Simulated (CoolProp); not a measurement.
Sulfur hexafluoride along the isotherm 107.35 °C: Z from the reference equation and from simpler models built on Tc = 45.6 °C, pc = 37.55 bar, ω = 0.210; each cubic takes its own stable root.

Computed with CoolProp (reference Helmholtz-energy equation of state, Guder 2009).

| p (bar) | phase | reference |
|---|---|---|
| 1.71 | gas | 0.9916 |
| 3.41 | gas | 0.9833 |
| 5.12 | gas | 0.9748 |
| 6.83 | gas | 0.9663 |
| 8.53 | gas | 0.9577 |
| 10.2 | gas | 0.9493 |
| 11.9 | gas | 0.9406 |
| 13.7 | gas | 0.9314 |
| 15.4 | gas | 0.9226 |
| 17.1 | gas | 0.9137 |
| 18.8 | gas | 0.9048 |

How far does each simpler model (Pitzer virial, van der Waals, Redlich-Kwong, Soave-Redlich-Kwong, Peng-Robinson) lie from the reference over these 11 states: mean and median of the absolute difference, and the worst?


- Pitzer virial: mean 0.1 %, median 0.0 %, worst +0.2 % at 107.35 °C and 18.8 bar
- van der Waals: mean 0.4 %, median 0.3 %, worst -0.9 % at 107.35 °C and 18.8 bar
- Redlich-Kwong: mean 0.6 %, median 0.6 %, worst -1.1 % at 107.35 °C and 18.8 bar
- Soave-Redlich-Kwong: mean 0.0 %, median 0.0 %, worst +0.0 % at 107.35 °C and 18.8 bar
- Peng-Robinson: mean 0.9 %, median 0.9 %, worst -1.6 % at 107.35 °C and 18.8 bar
